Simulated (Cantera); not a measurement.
Feed: 1 mol SiHCl₃, 58 mol H₂, held at 1450 °C and 0.0350 bar.

These are equilibrium values from Cantera (NASA tables, ideal gas, pure condensed phases), not measurements of a reactor. Candidate condensed phases: Si; 19 gas species. The tables' values for SiCl₃, SiCl are old estimates; treat these amounts as uncertain. Gases not in the tables: Si₂H₆ and higher silanes. Rates play no part.

Base state: H₂ 0.955, HCl 0.0389, SiCl₂ 0.00547, H 0.000952, Cl 3.00e-5, SiCl₃ 2.93e-5, SiCl 2.92e-5, Si 2.81e-5 (mole fractions); condensed: Si(l).

Problem. What changes in the equilibrium state with this change: H₂ from 58 to 6.1 mol?

Solution. 
| species | before | after |
|---|---|---|
| H₂ | 0.955 | 0.740 |
| HCl | 0.0389 | 0.150 |
| SiCl₂ | 0.00547 | 0.106 |
| SiCl₄ | 2.95e-7 | 0.000110 |
| SiCl₃ | 2.93e-5 | 0.00249 |
| Si(l), mol | 0.665 | 0.120 |
